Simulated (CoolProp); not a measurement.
Vapour-liquid equilibrium of cyclohexane (1) + n-nonane (2) at 399.1 K; x and y are mole fractions of (1).

Values from CoolProp's multi-fluid Helmholtz-energy mixture model, Zhou 2014 and Lemmon 2006; pair parameters Bell 2016.

Task: Give the bubble pressure and the first vapour's composition at x = 0.25, 0.55, 0.95. Is there an azeotrope?

Result: x = 0.25: 116.1 kPa, y = 0.660; x = 0.55: 195.7 kPa, y = 0.873; x = 0.95: 315.5 kPa, y = 0.991. No azeotrope shows between x = 0.05 and 0.95.

Pair parameters are fitted to limited data, so mixtures are less certain than the pure fluids.
